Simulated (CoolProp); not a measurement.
Vapour-liquid equilibrium of C2F6 (R116) (1) + R134a (2) at 210.8 K; x and y are mole fractions of (1).

Values from CoolProp's multi-fluid Helmholtz-energy mixture model, Lemmon 2006 and Tillner-Roth 1994; pair parameters Bell 2016.

```csv
x,"bubble pressure, mixture model (MPa)","bubble pressure, Raoult's law (MPa)","y, mixture model","y, Raoult's law"
0.05,0.06565,0.02393,0.797,0.459
0.15,0.1325,0.04454,0.904,0.740
0.25,0.1656,0.06515,0.926,0.843
0.35,0.1799,0.08577,0.934,0.897
0.45,0.1852,0.1064,0.937,0.930
0.55,0.1875,0.1270,0.938,0.952
0.65,0.1901,0.1476,0.940,0.968
0.75,0.1948,0.1682,0.945,0.980
0.85,0.2025,0.1888,0.957,0.989
0.95,0.2134,0.2094,0.981,0.997
```

The largest gap from Raoult's law is +197.5 % in bubble pressure, at x = 0.15. No azeotrope shows between x = 0.05 and 0.95.

The pair parameters rest on a limited set of measurements; away from them the model extrapolates. With so large a gap from Raoult's law the liquid may split in two, which this calculation doesn't test in full.
